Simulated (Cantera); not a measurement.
An isothermal, constant-pressure homogeneous reactor starts with H2 : O2 : N2 = 0.37 : 1 : 0.54 (molar parts), at 1375 K and 0.00430 bar. Integrator tolerance rtol = 1e-08.

Model: GRI-Mech 3.0 (53 species, 325 reactions), integrated in Cantera. Radical loss at walls, strong at low pressure, is not modelled. The temperature is held fixed by assumption; the heat of reaction is taken as removed at once.

What does this change do: O2 1 to 0.2 parts?


```json
[
 {"quantity": "x(H2) at 7.00 s", "before": "2.21e-5 (gas-phase equilibrium 1.47e-6)", "after": "0.00528 (gas-phase equilibrium 1.48e-5)"},
 {"quantity": "x(O2) at 7.00 s", "before": "0.472 (gas-phase equilibrium 0.472)", "after": "0.0184 (gas-phase equilibrium 0.0161)"},
 {"quantity": "x(NO2) at 7.00 s", "before": "8.38e-10 (gas-phase equilibrium 4.75e-7)", "after": "9.18e-11 (gas-phase equilibrium 2.21e-8)"},
 {"quantity": "x(NO) at 7.00 s", "before": "5.48e-6 (gas-phase equilibrium 0.000596)", "after": "2.85e-5 (gas-phase equilibrium 0.000151)"},
 {"quantity": "x(H) at 7.00 s", "before": "3.71e-6 (gas-phase equilibrium 6.37e-8)", "after": "0.00149 (gas-phase equilibrium 2.02e-7)"},
 {"quantity": "x(OH) at 7.00 s", "before": "0.000650 (gas-phase equilibrium 0.000168)", "after": "0.00198 (gas-phase equilibrium 9.84e-5)"},
 {"quantity": "x(O) at 7.00 s", "before": "0.000101 (gas-phase equilibrium 6.71e-6)", "after": "0.000516 (gas-phase equilibrium 1.24e-6)"}
]
```

What does this change do: temperature 1375 to 1000 K?


| quantity | before | after |
|---|---|---|
| x(H2) at 7.00 s | 2.21e-5 (gas-phase equilibrium 1.47e-6) | 9.42e-7 (gas-phase equilibrium 4.19e-10) |
| x(O2) at 7.00 s | 0.472 (gas-phase equilibrium 0.472) | 0.472 (gas-phase equilibrium 0.472) |
| x(NO2) at 7.00 s | 8.38e-10 (gas-phase equilibrium 4.75e-7) | 2.02e-9 (gas-phase equilibrium 1.57e-7) |
| x(NO) at 7.00 s | 5.48e-6 (gas-phase equilibrium 0.000596) | 7.93e-7 (gas-phase equilibrium 2.97e-5) |
| x(H) at 7.00 s | 3.71e-6 (gas-phase equilibrium 6.37e-8) | 6.72e-8 (gas-phase equilibrium <1e-12) |
| x(OH) at 7.00 s | 0.000650 (gas-phase equilibrium 0.000168) | 3.70e-5 (gas-phase equilibrium 8.08e-7) |
| x(O) at 7.00 s | 0.000101 (gas-phase equilibrium 6.71e-6) | 3.46e-6 (gas-phase equilibrium 1.66e-9) |
